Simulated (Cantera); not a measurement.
An isothermal, constant-pressure homogeneous reactor starts with C2H6 : N2 = 1 : 57 (molar parts), at 1575 K and 0.210 bar. Integrator tolerance rtol = 1e-08.

Computed with Cantera and GRI-Mech 3.0 (53 species, 325 reactions). GRI-Mech 3.0 stops at C3 and has no aromatics, soot or wall deposition, so with more carbon than oxygen in the feed, carbon stays in small species such as C2H2 where larger ones or solid carbon would form.

Q: What does this change do: C2H6 1 to 1.9 parts?

A: 
```csv
quantity,before,after
x(C2H6) at 10.0 s,1.89e-8 (gas-phase equilibrium 9.83e-11),3.31e-8 (gas-phase equilibrium 8.93e-10)
x(CH3) at 10.0 s,4.41e-6 (gas-phase equilibrium 2.74e-7),5.99e-6 (gas-phase equilibrium 8.26e-7)
x(HCN) at 10.0 s,3.45e-6 (gas-phase equilibrium 0.0275),2.03e-6 (gas-phase equilibrium 0.0444)
x(H) at 10.0 s,1.62e-5 (gas-phase equilibrium 1.67e-5),2.18e-5 (gas-phase equilibrium 2.24e-5)
x(C2H2) at 10.0 s,0.0164 (gas-phase equilibrium 0.00291),0.0299 (gas-phase equilibrium 0.00803)
x(CH4) at 10.0 s,0.000439 (gas-phase equilibrium 2.70e-5),0.000803 (gas-phase equilibrium 0.000110)
x(C2H) at 10.0 s,2.38e-8 (gas-phase equilibrium 4.26e-9),3.21e-8 (gas-phase equilibrium 8.72e-9)
```

Q: What does this change do: N2 57 to 330 parts?

A: 
```tsv
quantity	before	after
x(C2H6) at 10.0 s	1.89e-8 (gas-phase equilibrium 9.83e-11)	3.66e-9 (gas-phase equilibrium <1e-12)
x(CH3) at 10.0 s	4.41e-6 (gas-phase equilibrium 2.74e-7)	1.80e-6 (gas-phase equilibrium 1.01e-8)
x(HCN) at 10.0 s	3.45e-6 (gas-phase equilibrium 0.0275)	1.19e-5 (gas-phase equilibrium 0.00576)
x(H) at 10.0 s	1.62e-5 (gas-phase equilibrium 1.67e-5)	6.89e-6 (gas-phase equilibrium 7.07e-6)
x(C2H2) at 10.0 s	0.0164 (gas-phase equilibrium 0.00291)	0.00296 (gas-phase equilibrium 0.000121)
x(CH4) at 10.0 s	0.000439 (gas-phase equilibrium 2.70e-5)	7.61e-5 (gas-phase equilibrium 4.22e-7)
x(C2H) at 10.0 s	2.38e-8 (gas-phase equilibrium 4.26e-9)	1.01e-8 (gas-phase equilibrium 4.18e-10)
```
